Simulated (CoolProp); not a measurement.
Properties of nitrous oxide at several states (Tc = 36.4 °C, pc = 7245 kPa, ω = 0.161).

Computed with CoolProp (reference Helmholtz-energy equation of state, Lemmon 2006). It is a short technical equation, of lower accuracy than the large ones.

| T (°C) | p (kPa) | phase | Z | cp (kJ/(kg K)) | speed of sound (m/s) | expansivity (1/kK) |
|---|---|---|---|---|---|---|
| -37.65 | 777 | gas | 0.9032 | 0.9962 | 226.6 | 5.968 |
| 202.85 | 213 | gas | 0.9978 | 1.029 | 331.7 | 2.120 |
| 187.05 | 14.3 | gas | 0.9998 | 1.015 | 326.8 | 2.174 |
| 23.65 | 2690 | gas | 0.8340 | 1.167 | 241.1 | 5.989 |
| 63.35 | 11400 | supercritical | 0.4140 | 4.559 | 235.7 | 29.74 |
| -3.85 | 1450 | gas | 0.8815 | 1.045 | 237.6 | 5.552 |
